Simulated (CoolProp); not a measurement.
R114 at 355.83 K and 0.748 MPa is compressed adiabatically to 1.53 MPa with isentropic efficiency 0.75. Each further row changes one setting.

Model: reference Helmholtz-energy equation of state, Platzer 1990, in CoolProp. This equation is an older, rougher fit.

```
case             work (kJ/kg)  final temperature (K)  final density (kg/m³)
---------------  ------------  ---------------------  ---------------------
as stated                13.5                    [?]                    [?]
efficiency 1              [?]                    [?]                    115
efficiency 0.65          15.6                    [?]                    110
```

Task: Some entries are withheld; supply them.

Result: 
- as stated, final temperature (K): 384.8
- as stated, final density (kg/m³): 112
- efficiency 1, work (kJ/kg): 10.1
- efficiency 1, final temperature (K): 381.3
- efficiency 0.65, final temperature (K): 386.9
